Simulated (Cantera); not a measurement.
**Equilibrium for iron carbonyl, mercury and lead vapours: Pb + H2 + CO**

Input: 1 mol Pb, 0.13 mol H2, a varied amount of CO, equilibrated at 873.15 K and 9.20 bar.

These are equilibrium values from Cantera (NASA tables, ideal gas, pure condensed phases), not measurements of a reactor. Candidate condensed phases: C, C6H6, C7H8, C8H18, H2O, Pb, PbO, PbO2, Pb3O4; 113 gas species. Equilibrium is a limit: real reactors are often held back by kinetics, nucleation or transport.

| n(CO) (mol) | x CO2 | x H2O | x H2 | x CH4 | x CO | x C2H6 | x HCOOH | x C2H4 | n C(graphite) | n Pb(l) |
|---|---|---|---|---|---|---|---|---|---|---|
| 0.16 | 0.283 | 0.360 | 0.177 | 0.129 | 0.0521 | 4.65e-6 | 3.07e-7 | 8.62e-8 | 0.0841 | 1.00 |
| 0.37 | 0.500 | 0.282 | 0.104 | 0.0446 | 0.0694 | 9.48e-7 | 3.20e-7 | 2.99e-8 | 0.202 | 1.00 |
| 0.58 | 0.607 | 0.220 | 0.0738 | 0.0224 | 0.0764 | 3.38e-7 | 2.75e-7 | 1.50e-8 | 0.309 | 1.00 |
| 0.78 | 0.668 | 0.181 | 0.0578 | 0.0138 | 0.0801 | 1.62e-7 | 2.37e-7 | 9.21e-9 | 0.408 | 1.00 |
| 0.99 | 0.709 | 0.152 | 0.0471 | 0.00914 | 0.0826 | 8.78e-8 | 2.05e-7 | 6.11e-9 | 0.510 | 1.00 |
| 1.2 | 0.739 | 0.131 | 0.0397 | 0.00650 | 0.0843 | 5.27e-8 | 1.80e-7 | 4.35e-9 | 0.612 | 1.00 |
| 1.4 | 0.760 | 0.115 | 0.0346 | 0.00493 | 0.0855 | 3.48e-8 | 1.61e-7 | 3.30e-9 | 0.708 | 1.00 |
x: gas mole fraction; n: condensed amount in mol.

From 0.16 mol CO to 1.4 mol CO the condensed part is C(graphite) + Pb(l). The main Pb-bearing gas is Pb throughout.
